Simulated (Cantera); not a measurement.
A perfectly stirred reactor is fed with H₂ : O₂ : N₂ = 1 : 1 : 4.3 (molar parts), at 1.00 bar; it is held at 1350 K, and followed from long to short residence time.

Model: GRI-Mech 3.0 (53 species, 325 reactions), integrated in Cantera. The temperature is held fixed by assumption; the heat of reaction is taken as removed at once.

What does this change do: 0.55 parts H2O added?


```
quantity                 before     after
---------------------  --------  --------
x(H₂) at τ = 2.70 s     2.56e-5   2.61e-5
x(O₂) at τ = 2.70 s      0.0862    0.0787
x(H₂O) at τ = 2.70 s      0.172     0.244
x(NO₂) at τ = 2.70 s    1.83e-8   9.11e-9
x(NO) at τ = 2.70 s     1.16e-6   5.43e-7
x(H₂) at τ = 39.0 ms   0.000429  0.000444
x(O₂) at τ = 39.0 ms     0.0862    0.0788
x(H₂O) at τ = 39.0 ms     0.172     0.243
x(NO₂) at τ = 39.0 ms   6.84e-9   5.01e-9
x(NO) at τ = 39.0 ms    6.97e-7   4.08e-7
```

What does this change do: pressure from 1.00 bar to 0.490 bar?


| quantity | before | after |
|---|---|---|
| x(H₂) at τ = 2.70 s | 2.56e-5 | 4.02e-5 |
| x(O₂) at τ = 2.70 s | 0.0862 | 0.0862 |
| x(H₂O) at τ = 2.70 s | 0.172 | 0.172 |
| x(NO₂) at τ = 2.70 s | 1.83e-8 | 1.12e-8 |
| x(NO) at τ = 2.70 s | 1.16e-6 | 1.46e-6 |
| x(H₂) at τ = 39.0 ms | 0.000429 | 0.000662 |
| x(O₂) at τ = 39.0 ms | 0.0862 | 0.0861 |
| x(H₂O) at τ = 39.0 ms | 0.172 | 0.171 |
| x(NO₂) at τ = 39.0 ms | 6.84e-9 | 2.06e-9 |
| x(NO) at τ = 39.0 ms | 6.97e-7 | 7.87e-7 |

What does this change do: pressure from 1.00 bar to 0.133 bar?


```csv
quantity,before,after
x(H₂) at τ = 2.70 s,2.56e-5,0.000137
x(O₂) at τ = 2.70 s,0.0862,0.0861
x(H₂O) at τ = 2.70 s,0.172,0.172
x(NO₂) at τ = 2.70 s,1.83e-8,1.35e-9
x(NO) at τ = 2.70 s,1.16e-6,1.03e-6
x(H₂) at τ = 39.0 ms,0.000429,0.00220
x(O₂) at τ = 39.0 ms,0.0862,0.0859
x(H₂O) at τ = 39.0 ms,0.172,0.168
x(NO₂) at τ = 39.0 ms,6.84e-9,4.31e-10
x(NO) at τ = 39.0 ms,6.97e-7,2.34e-6
```
